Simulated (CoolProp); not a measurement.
Dry air along the isotherm -122.55 °C: fugacity coefficient from the reference equation and from simpler models built on Tc = -140.6 °C, pc = 3.786 MPa, ω = 0.034; each cubic takes its own stable root.

The numbers come from the reference Helmholtz-energy equation of state, Lemmon 2000 in CoolProp. It is a pseudo-pure fit of the blend.

```json
[
 {"p (MPa)": "4.21", "phase": "supercritical", "reference": "0.7592"},
 {"p (MPa)": "8.41", "phase": "supercritical", "reference": "0.5567"},
 {"p (MPa)": "12.6", "phase": "supercritical", "reference": "0.4530"},
 {"p (MPa)": "16.8", "phase": "supercritical", "reference": "0.4033"},
 {"p (MPa)": "21", "phase": "supercritical", "reference": "0.3783"},
 {"p (MPa)": "25.2", "phase": "supercritical", "reference": "0.3668"},
 {"p (MPa)": "29.4", "phase": "supercritical", "reference": "0.3637"},
 {"p (MPa)": "33.7", "phase": "supercritical", "reference": "0.3667"},
 {"p (MPa)": "37.9", "phase": "supercritical", "reference": "0.3742"}
]
```

**Question.** How far does each simpler model (van der Waals, Redlich-Kwong, Peng-Robinson) lie from the reference over these 9 states: mean and median of the absolute difference, and the worst?

**Answer.** 
- van der Waals: mean 10.6 %, median 9.8 %, worst +24.8 % at -122.55 °C and 37.9 MPa
- Redlich-Kwong: mean 1.1 %, median 1.3 %, worst +1.7 % at -122.55 °C and 21 MPa
- Peng-Robinson: mean 7.7 %, median 7.2 %, worst -12.9 % at -122.55 °C and 37.9 MPa
